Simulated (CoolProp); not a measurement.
Vapour pressure (bar) of o-xylene: the reference equation beside estimates from Tc = 357.1 °C, pc = 37.37 bar, ω = 0.312.

Values from CoolProp's reference Helmholtz-energy equation of state, Zhou 2012.

| T (°C) | reference | van der Waals | Redlich-Kwong | Soave-Redlich-Kwong | Peng-Robinson |
|---|---|---|---|---|---|
| 72.85 | 0.09503 | 1.906 | 0.2821 | 0.09135 | 0.09602 |
| 88.95 | 0.1784 | 2.516 | 0.4780 | 0.1729 | 0.1793 |
| 105.15 | 0.3156 | 3.254 | 0.7684 | 0.3079 | 0.3158 |
| 121.25 | 0.5266 | 4.122 | 1.175 | 0.5173 | 0.5255 |
| 137.35 | 0.8383 | 5.133 | 1.724 | 0.8285 | 0.8353 |
| 153.55 | 1.284 | 6.305 | 2.450 | 1.276 | 1.279 |
| 169.65 | 1.893 | 7.633 | 3.370 | 1.891 | 1.886 |
| 185.75 | 2.705 | 9.131 | 4.517 | 2.716 | 2.697 |
| 201.95 | 3.767 | 10.82 | 5.927 | 3.800 | 3.763 |
| 218.05 | 5.112 | 12.68 | 7.610 | 5.177 | 5.116 |
| 234.15 | 6.792 | 14.74 | 9.599 | 6.902 | 6.812 |
| 250.35 | 8.872 | 17.01 | 11.93 | 9.041 | 8.919 |
| 266.45 | 11.38 | 19.47 | 14.61 | 11.62 | 11.47 |
| 282.55 | 14.40 | 22.14 | 17.67 | 14.71 | 14.53 |

Absolute difference from the reference over all 14 rows, mean and median: van der Waals 495.9 and 270.4 %, Redlich-Kwong 86.1 and 72.5 %, Soave-Redlich-Kwong 1.7 and 1.7 %, Peng-Robinson 0.4 and 0.4 %.
